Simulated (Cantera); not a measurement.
Cantera run, input and output.

```python
import numpy as np
import cantera as ct

gas = ct.Solution("gri30.yaml")
gas.TPX = 350, 100000, {'CH4': 1, 'O2': 4.65, 'N2': 17.5}
inlet = ct.Reservoir(gas, clone=True)
gas.equilibrate("HP")  # start burning
reactor = ct.IdealGasConstPressureReactor(gas, energy="on", clone=False)
exhaust = ct.Reservoir(gas, clone=True)
tau = [0.071, 0.032, 0.015, 0.0067, 0.003, 0.0014, 0.00063, 0.00029, 0.00013, 6e-05, 2.7e-05, 1.2e-05][0]
for a, b in ((inlet, reactor), (reactor, exhaust)):
    ct.MassFlowController(a, b, mdot=lambda t: reactor.mass / tau)
net = ct.ReactorNet([reactor])
show = ['CH4', 'O2', 'H', 'OH', 'CH2CO', 'C2H6']

rows = []
print(f"{'tau/s':>10s}{'T/K':>9s}" + "".join(f"{s:>11s}" for s in show))
for tau in [0.071, 0.032, 0.015, 0.0067, 0.003, 0.0014, 0.00063, 0.00029, 0.00013, 6e-05, 2.7e-05, 1.2e-05]:
    net.initial_time = 0.0
    net.advance(30 * tau)
    before = gas.X
    net.advance(40 * tau)
    drift = np.max(np.abs(gas.X - before) / (gas.X + 1e-9))
    rows.append([gas.T, *gas[show].X, drift])
    print(f"{tau:10.3e}{gas.T:9.1f}" + "".join(f"{x:11.3e}" for x in gas[show].X))
```

Output:

```
     tau/s      T/K        CH4         O2          H         OH      CH2CO       C2H6
 7.100e-02   1373.9  7.030e-05  1.149e-01  5.622e-06  2.649e-04  5.671e-08  3.476e-08
 3.200e-02   1367.2  1.238e-04  1.152e-01  1.185e-05  3.207e-04  1.060e-07  7.124e-08
 1.500e-02   1355.3  2.214e-04  1.159e-01  2.327e-05  3.682e-04  2.019e-07  1.548e-07
 6.700e-03   1327.0  4.861e-04  1.177e-01  4.339e-05  3.658e-04  5.652e-07  5.447e-07
 3.000e-03    350.0  4.320e-02  2.009e-01  4.548e-34  6.569e-32  2.985e-19  3.067e-18
 1.400e-03    350.0  4.320e-02  2.009e-01 -9.712e-37 -7.060e-35  4.682e-23  4.812e-22
 6.300e-04    350.0  4.320e-02  2.009e-01  2.466e-38  1.781e-36  2.957e-24  3.039e-23
 2.900e-04    350.0  4.320e-02  2.009e-01 -1.119e-38 -5.341e-37  1.868e-25  1.920e-24
 1.300e-04    350.0  4.320e-02  2.009e-01  1.478e-39  5.879e-38  1.180e-26  1.213e-25
 6.000e-05    350.0  4.320e-02  2.009e-01 -4.501e-40 -1.321e-38  7.454e-28  7.660e-27
 2.700e-05    350.0  4.320e-02  2.009e-01  3.938e-41  2.773e-40  4.708e-29  4.839e-28
 1.200e-05    350.0  4.320e-02  2.009e-01  5.740e-42  8.080e-41  2.974e-30  3.056e-29
```

Computed with Cantera and GRI-Mech 3.0 (53 species, 325 reactions).
